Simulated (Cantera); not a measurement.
## Silicon oxide and oxynitride deposition: HMDSO + NO + H2

Charge: 1 mol HMDSO, 8.1 mol NO, 21 mol H2, equilibrated at 1250 K and 0.170 bar.

Cantera equilibrium calculation (NASA polynomials, part measured and part estimated; ideal gas, pure solids and liquids). Candidate condensed phases: C, C6H6, C7H8, C8H18, H2O, Si, SiC, SiO2, Si2N2O, Si3N4; 151 gas species. The feed counts by its element totals alone. The tables hold silica as quartz up to 1696 K and as liquid above; real silica turns to tridymite and cristobalite and melts near 1996 K. Equilibrium is a limit: real reactors are often held back by kinetics, nucleation or transport.

```yaml
x(H2): 0.765
x(CO): 0.130
x(N2): 0.104
x(CH4): 0.00109
x(H2O): 0.000255
x(HCN): 3.57e-5
x(CO2): 2.77e-5
x(NH3): 5.59e-6
x(H): 1.03e-6
n(C(graphite)): 0.867 mol
n(SiO2(β-quartz)): 2.00 mol
gas_amount: 39.10 mol
log10 activity of Si(s) (absent): -6.81
```
